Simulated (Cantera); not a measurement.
Input: 1 mol B2O3, 4.2 mol N2, a varied amount of H2, 0.13 mol O2, held at 1323 K and 24.0 mbar.

These are equilibrium values from Cantera (NASA tables, ideal gas, pure condensed phases), not measurements of a reactor. Candidate condensed phases: B, BN, B2O3, B3O3H3, H2O; 39 gas species. Kinetics and transport are ignored.

**Question.** At 190 mol H2, list the 4 most abundant gas species with their mole fractions, and the condensed phases.

**Answer.** H2 0.976, N2 0.0216, H2O 0.000992, HBO2 0.000821. Condensed: B2O3(l).
